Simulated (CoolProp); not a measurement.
Values from CoolProp's reference Helmholtz-energy equation of state, Lemmon 2013.

Question: Give the vapour pressure (kPa), liquid density (kg/m³), enthalpy of vaporisation (kJ/kg), liquid conductivity (mW/(m K)) of saturated propylene at -69.05 °C.

Answer: 
```
T (°C)  p (kPa)  liquid density (kg/m³)  enthalpy of vaporisation (kJ/kg)  liquid conductivity (mW/(m K))
------  -------  ----------------------  --------------------------------  ------------------------------
-69.05     34.0                     636                               462                             154
```

Thermal conductivity comes from a separate model (Huber 2003), an estimate that may be off by 10 % or more.
